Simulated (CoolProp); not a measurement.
A simple Rankine cycle with R134a: condensing at 292.15 K, boiler at 2.27 MPa, turbine inlet 454 K, turbine efficiency 0.9, pump efficiency 0.6, no recuperator. Each further row changes one setting.

Values from CoolProp's reference Helmholtz-energy equation of state, Tillner-Roth 1994.

```tsv
case	thermal efficiency (%)	net work (kJ/kg)	heat in (kJ/kg)	turbine exit temperature (K)	volume ratio over the turbine
as stated	11.7	38.9	334	405.2	3.91
condensing temperature 284.15 K	___	46.0	345	397.1	4.99
boiler pressure 1.59 MPa	___	30.5	___	___	___
turbine efficiency 0.8	10.3	___	334	409.5	3.96
```

Question: Fill in the missing entries.

Answer: 
- condensing temperature 284.15 K, thermal efficiency (%): 13.3
- boiler pressure 1.59 MPa, thermal efficiency (%): 9.0
- boiler pressure 1.59 MPa, heat in (kJ/kg): 339
- boiler pressure 1.59 MPa, turbine exit temperature (K): 418.4
- boiler pressure 1.59 MPa, volume ratio over the turbine: 2.75
- turbine efficiency 0.8, net work (kJ/kg): 34.3
